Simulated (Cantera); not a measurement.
Charge: 1 mol n-butane, 0.25 mol H2O, 1 mol H2, held at 11.0 bar.

Equilibrium computed with Cantera from the NASA thermochemical tables; the gas is ideal and each condensed phase is pure. Candidate condensed phases: C, C6H6, C7H8, C8H18, H2O; 110 gas species. The numbers say what is thermodynamically allowed, not how fast it happens.

Over these rows the condensed part is C(graphite). Partial pressures as log10 of bar:

| T (K) | 1000/T (1/K) | log p C2H2 (acetylene) | log p H2 | log p CO |
|---|---|---|---|---|
| 1573 | 0.6357 | -3.67 | 1.02 | -0.37 |
| 1673 | 0.5977 | -3.23 | 1.02 | -0.37 |
| 1773 | 0.5640 | ? | 1.02 | -0.37 |
| 1873 | 0.5339 | -2.48 | 1.02 | -0.37 |
| 1973 | 0.5068 | -2.17 | 1.02 | -0.37 |
| 2073 | 0.4824 | -1.89 | 1.02 | -0.37 |

Fit log p(C2H2 (acetylene)) = a + b·(1000/T) to the five rows, give the apparent enthalpy, and predict the row at 1773 K.

Means: 1000/T = 0.5513, log p = -2.688. Sxy = -0.189682, Sxx = 0.0163065, so b = -11.63 and a = -2.688 − (-11.63)×0.5513 = 3.72.
Apparent enthalpy: −19.145 × (-11.63) = 223 kJ/mol. With the condensed phases at unit activity, 2 C(graphite) + H2(g) = C2H2 (acetylene)(g) links this pressure to the main gases: over the six rows their terms move log p by +0.00 in all, so the slope is close to that reaction's ΔH°. The five rows lie within 0.01 of the line.
Prediction at 1773 K: 3.72 + (-11.63)×0.5640 = -2.84. The computed value is -2.83, 0.01 from the line.
